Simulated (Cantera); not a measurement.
Feed: 1 mol Si, 0.026 mol O₂, 1.6 mol H₂, held at 750 Torr.

Equilibrium computed with Cantera from the NASA thermochemical tables; the gas is ideal and each condensed phase is pure. Candidate condensed phases: H₂O, Si, SiO₂; 18 gas species. Mutual solubility and eutectic melting of coexisting phases are not modelled. The tables hold silica as quartz up to 1696 K and as liquid above; real silica turns to tridymite and cristobalite and melts near 1996 K. Rates play no part. All values below are at 1550 K.

Base state: H₂ 0.999, SiO 0.00125, H 3.15e-5 (mole fractions); condensed: Si(s) + SiO₂(β-quartz).

Q: What changes in the equilibrium state with this change: pressure from 750 Torr to 7200 Torr?

A: 
| species | before | after |
|---|---|---|
| H₂ | 0.999 | 1.000 |
| SiO | 0.00125 | 0.000130 |
| SiH₄ | 1.09e-6 | 1.05e-5 |
| H | 3.15e-5 | 1.02e-5 |
| Si(s), mol | 0.973 | 0.974 |
| SiO₂(β-quartz), mol | 0.0250 | 0.0259 |
Gases not in the tables: Si₂H₆ and higher silanes.
